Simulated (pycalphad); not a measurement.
CALPHAD calculation (pycalphad, COST 507 light-alloy database (1999)), 1 atm. The data set is of 1999 and partly superseded.

Molar enthalpy of Al-0.46Si-3Fe (at.%) in equilibrium (SER reference):

```tsv
T (°C)	H (kJ/mol)	phases
1577	55.69	LIQUID
1502	53.27	LIQUID
1427	50.87	LIQUID
1352	48.46	LIQUID
1277	46.06	LIQUID
1202	43.67	LIQUID
1127	41.27	LIQUID
1052	38.88	LIQUID
977	36.49	LIQUID
902	34.10	LIQUID
827	31.72	LIQUID
752	28.54	LIQUID + AL13FE4
677	25.34	LIQUID + AL13FE4
602	12.69	FCC_A1 + AL13FE4 + ALFESI_ALPHA
527	10.24	FCC_A1 + AL13FE4 + ALFESI_ALPHA
452	7.93	FCC_A1 + AL13FE4 + ALFESI_ALPHA
377	5.72	FCC_A1 + AL13FE4 + ALFESI_ALPHA
302	3.60	FCC_A1 + AL13FE4 + ALFESI_ALPHA
227	1.54	FCC_A1 + AL13FE4 + ALFESI_ALPHA
```

Cooling from 827 °C to 602 °C, across the freezing range, releases 19.0 kJ/mol, or 683 J/g. The slope is 32 J/(mol K) in the liquid and 33 J/(mol K) just below the solidus, where it includes any heat of precipitation. Liquidus 801 °C, solidus 632 °C. Changes were sought between steps of 75 K, so a narrower field can be missed.

Database names, with the compositions (at.%) that they take in these runs: AL13FE4: Al 76 Fe 24; ALFESI_ALPHA: Al 74 Fe 19 Si 7. FCC_A1 is fcc.
